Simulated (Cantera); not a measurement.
Adiabatic ignition

An adiabatic, constant-pressure homogeneous reactor starts with 10.1 % CH3OH, 16.7 % O2, 73.2 % N2, at 1325 K and 4.90 bar.

Cantera simulation using GRI-Mech 3.0 (53 species, 325 reactions); the numbers are that mechanism's predictions, not measurements. GRI-Mech 3.0 was tuned for natural gas; its chemistry of methanol as a main component is partial and can be far from experiment.

```csv
t (s),T (K),x CH3OH,x O2,x C2H2,x CH4,x HCN,x NO2
2.00e-6,1325,0.101,0.167,<1e-12,4.99e-8,<1e-12,<1e-12
9.28e-6,1325,0.101,0.167,<1e-12,7.03e-7,<1e-12,<1e-12
4.31e-5,1325,0.101,0.167,<1e-12,4.85e-6,<1e-12,<1e-12
0.000200,1326,0.100,0.166,<1e-12,1.96e-5,<1e-12,<1e-12
0.000928,2656,<1e-12,0.0221,<1e-12,<1e-12,2.25e-10,1.29e-6
0.00431,2646,<1e-12,0.0197,<1e-12,<1e-12,4.64e-10,4.10e-6
0.0200,2646,<1e-12,0.0195,<1e-12,<1e-12,4.84e-10,4.31e-6
0.0928,2646,<1e-12,0.0195,<1e-12,<1e-12,4.84e-10,4.31e-6
0.431,2646,<1e-12,0.0195,<1e-12,<1e-12,4.84e-10,4.31e-6
2.00,2646,<1e-12,0.0195,<1e-12,<1e-12,4.84e-10,4.31e-6
```
x: mole fraction; the columns are a selection and need not sum to one.

```
Item                                                               Value
---------------------------------  -------------------------------------
time of steepest temperature rise                               0.424 ms
temperature at 2.00 s                                             2646 K
equilibrium temperature                                           2646 K
x(CH3OH) at 2.00 s                 <1e-12 (gas-phase equilibrium <1e-12)
x(O2) at 2.00 s                    0.0195 (gas-phase equilibrium 0.0195)
x(C2H2) at 2.00 s                  <1e-12 (gas-phase equilibrium <1e-12)
```
